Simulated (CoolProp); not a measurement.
n-perfluorohexane along the isobar 2510 kPa: density (kg/m³) from the reference equation and from simpler models built on Tc = 448.0 K, pc = 1742 kPa, ω = 0.497; each cubic takes its own stable root.

The numbers come from the reference Helmholtz-energy equation of state, Gao 2022 in CoolProp.

```json
[
 {"T (K)": "346.5", "phase": "liquid", "reference": "1544"},
 {"T (K)": "356.9", "phase": "liquid", "reference": "1510"},
 {"T (K)": "367.2", "phase": "liquid", "reference": "1474"},
 {"T (K)": "377.6", "phase": "liquid", "reference": "1436"},
 {"T (K)": "387.9", "phase": "liquid", "reference": "1397"},
 {"T (K)": "398.3", "phase": "liquid", "reference": "1353"},
 {"T (K)": "408.6", "phase": "liquid", "reference": "1305"},
 {"T (K)": "419", "phase": "liquid", "reference": "1251"},
 {"T (K)": "429.3", "phase": "liquid", "reference": "1190"},
 {"T (K)": "439.7", "phase": "liquid", "reference": "1114"},
 {"T (K)": "450", "phase": "supercritical", "reference": "1015"}
]
```

Task: How far does each simpler model (van der Waals, Redlich-Kwong, Soave-Redlich-Kwong, Peng-Robinson) lie from the reference over these 11 states: mean and median of the absolute difference, and the worst?

Result: 
- van der Waals: mean 40.0 %, median 40.9 %, worst -42.1 % at 346.5 K and 2510 kPa
- Redlich-Kwong: mean 20.9 %, median 21.1 %, worst -22.5 % at 439.7 K and 2510 kPa
- Soave-Redlich-Kwong: mean 16.5 %, median 15.7 %, worst -22.2 % at 450 K and 2510 kPa
- Peng-Robinson: mean 6.1 %, median 4.9 %, worst -13.9 % at 450 K and 2510 kPa
